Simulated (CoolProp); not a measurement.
A single-stage vapour-compression cycle with hydrogen chloride: evaporating at 218.15 K (dew point), condensing at 270.15 K (bubble point), superheat 0 K, subcooling 5 K, compressor efficiency 0.85, no pressure losses. Each further row changes one setting.

Computed with CoolProp (reference Helmholtz-energy equation of state, Thol 2018).

| case | cooling COP | pressure ratio | discharge temperature (K) | refrigerating effect (kJ/kg) | volumetric capacity (kJ/m³) |
|---|---|---|---|---|---|
| as stated | 2.73 | 5.55 | 373.3 | 324 | 3040 |
| evaporating temperature 223.15 K | 3.18 | 4.54 | 358.0 | 325 | 3700 |
| condensing temperature 265.15 K | (withheld) | (withheld) | (withheld) | 333 | 3130 |
| subcooling 10 K | (withheld) | 5.55 | 373.3 | 333 | 3130 |
| superheat 10 K | (withheld) | 5.55 | (withheld) | 333 | 2960 |
| compressor efficiency 0.75 | (withheld) | 5.55 | 390.8 | 324 | 3040 |

Complete the blanks.


- condensing temperature 265.15 K, cooling COP: 3.12
- condensing temperature 265.15 K, pressure ratio: 4.85
- condensing temperature 265.15 K, discharge temperature (K): 357.8
- subcooling 10 K, cooling COP: 2.81
- superheat 10 K, cooling COP: 2.65
- superheat 10 K, discharge temperature (K): 392.1
- compressor efficiency 0.75, cooling COP: 2.41
